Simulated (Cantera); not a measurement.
**SiCl₄ + N₂ + H₂ (silicon nitride deposition)**

Input: 1 mol SiCl₄, 3.5 mol N₂, 3.2 mol H₂, at 43.0 mbar.

These are equilibrium values from Cantera (NASA tables, ideal gas, pure condensed phases), not measurements of a reactor. Candidate condensed phases: NH₄Cl, Si, Si₃N₄; 28 gas species. N₂ is the only nitrogen source here; it is nearly inert below about 1500 K, so the nitride shown seldom forms there in practice. The tables' values for SiCl₃, SiCl are old estimates; treat these amounts as uncertain. Equilibrium is a limit: real reactors are often held back by kinetics, nucleation or transport.

From 1198 K to 1648 K the condensed part is Si₃N₄(s). From 1698 K to 1798 K nothing is condensed. The main Si-bearing gas is SiCl₄ at 1198 K and SiCl₂ at 1798 K.

```
T (K)  log p N₂  log p HCl  log p H₂  log p SiCl₂  log p SiCl₄  log p SiCl₃  n Si₃N₄(s)
-----  --------  ---------  --------  -----------  -----------  -----------  ----------
1198      -1.79      -1.81     -2.02        -5.09        -2.82        -4.43       0.236
1248      -1.79      -1.81     -2.02        -4.62        -2.85        -4.16       0.238
1298      -1.79      -1.80     -2.03        -4.18        -2.88        -3.92       0.238
1348      -1.79      -1.80     -2.03        -3.79        -2.92        -3.71       0.235
1398      -1.79      -1.81     -2.03        -3.44        -2.99        -3.53       0.225
1448      -1.78      -1.82     -2.03        -3.13        -3.08        -3.39       0.206
1498      -1.78      -1.84     -2.02        -2.87        -3.23        -3.30       0.176
1548      -1.78      -1.88     -2.00        -2.67        -3.44        -3.28       0.134
1598      -1.77      -1.93     -1.98        -2.51        -3.71        -3.30      0.0844
1648      -1.76      -1.99     -1.96        -2.40        -4.02        -3.38      0.0316
1698      -1.76      -2.02     -1.95        -2.34        -4.32        -3.48           0
1748      -1.76      -2.02     -1.96        -2.33        -4.55        -3.57           0
1798      -1.76      -2.02     -1.96        -2.33        -4.78        -3.66           0
```
log p: log10 of the partial pressure in bar; n: condensed amount in mol.
